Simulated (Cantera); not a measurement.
Mixture: CO : H2 : O2 : N2 = 1 : 1.1 : 0.875 : 3.29 (molar parts), equivalence ratio 1.2, at 750 Torr, adiabatic and at constant pressure. Ignition delay is the time to a rise of 400 K.

Model: GRI-Mech 3.0 (53 species, 325 reactions), integrated in Cantera. Where the delays flatten at high temperature, the 400 K rule measures the pace of heat release, not the induction time.

What does this change do: constant volume in place of constant pressure?


| quantity | before | after |
|---|---|---|
| delay at 1100 K | 0.104 ms | 98.8 µs |
| delay at 1200 K | 56.7 µs | 52.9 µs |
| delay at 1300 K | 37.9 µs | 34.2 µs |
| delay at 1400 K | 29.0 µs | 25.0 µs |
| delay at 1500 K | 24.6 µs | 20.1 µs |

What does this change do: pressure from 750 Torr to 323 Torr?


```tsv
quantity	before	after
delay at 1100 K	0.104 ms	0.225 ms
delay at 1200 K	56.7 µs	0.141 ms
delay at 1300 K	37.9 µs	0.104 ms
delay at 1400 K	29.0 µs	88.5 µs
delay at 1500 K	24.6 µs	84.5 µs
```
